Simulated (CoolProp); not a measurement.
The numbers come from the reference Helmholtz-energy equation of state, McLinden 2020 in CoolProp.

Task: For R1336mzz(Z), give the phase and the Z, cp (kJ/(kg K)) at 17.25 °C and 134 bar; 32.15 °C and 134 bar; 77.15 °C and 134 bar.

Result: 
- 17.25 °C and 134 bar: liquid; Z 0.641, cp 1.18
- 32.15 °C and 134 bar: liquid; Z 0.624, cp 1.21
- 77.15 °C and 134 bar: liquid; Z 0.588, cp 1.28
